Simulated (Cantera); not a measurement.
A closed system holds: 1 mol Cu, 2.2 mol CO2, 12 mol H2, at 2030 Torr.

Cantera equilibrium calculation (NASA polynomials, part measured and part estimated; ideal gas, pure solids and liquids). Candidate condensed phases: C, C6H6, C7H8, C8H18, Cu, CuO, Cu(OH)2, Cu2O, H2O; 113 gas species. The numbers say what is thermodynamically allowed, not how fast it happens.

log p: log10 of the partial pressure in bar; n: condensed amount in mol.

| T (K) | log p H2 | log p H2O | log p CO | log p CH4 | log p CO2 | log p Cu | n Cu(s) | n Cu(l) |
|---|---|---|---|---|---|---|---|---|
| 1000 | 0.25 | -0.33 | -0.61 | -0.95 | -1.03 | … | 1.00 | 0 |
| 1100 | 0.28 | -0.42 | -0.47 | -1.71 | -1.18 | … | 1.00 | 0 |
| 1200 | 0.28 | -0.43 | -0.44 | -2.55 | -1.29 | … | 1.00 | 0 |
| 1300 | 0.28 | -0.42 | -0.43 | -3.31 | -1.37 | … | 1.000 | 0 |
| 1400 | 0.28 | -0.42 | -0.42 | -3.96 | -1.45 | … | 0 | 1.000 |
| 1500 | 0.28 | -0.41 | -0.41 | -4.52 | -1.51 | … | 0 | 1.000 |
| 1600 | 0.28 | -0.41 | -0.41 | -5.02 | -1.57 | … | 0 | 1.000 |
| 1700 | 0.28 | -0.40 | -0.40 | -5.45 | -1.62 | … | 0 | 0.999 |
| 1800 | 0.28 | -0.40 | -0.40 | -5.83 | -1.66 | … | 0 | 0.997 |
| 1900 | 0.27 | -0.40 | -0.40 | -6.18 | -1.70 | … | 0 | 0.991 |
| 2000 | 0.27 | -0.40 | -0.40 | -6.48 | -1.73 | … | 0 | 0.977 |

Task: What belongs in the gaps?

Result: 
- 1000, log p Cu: -10.81
- 1100, log p Cu: -9.23
- 1200, log p Cu: -7.91
- 1300, log p Cu: -6.80
- 1400, log p Cu: -5.87
- 1500, log p Cu: -5.08
- 1600, log p Cu: -4.40
- 1700, log p Cu: -3.80
- 1800, log p Cu: -3.27
- 1900, log p Cu: -2.79
- 2000, log p Cu: -2.37
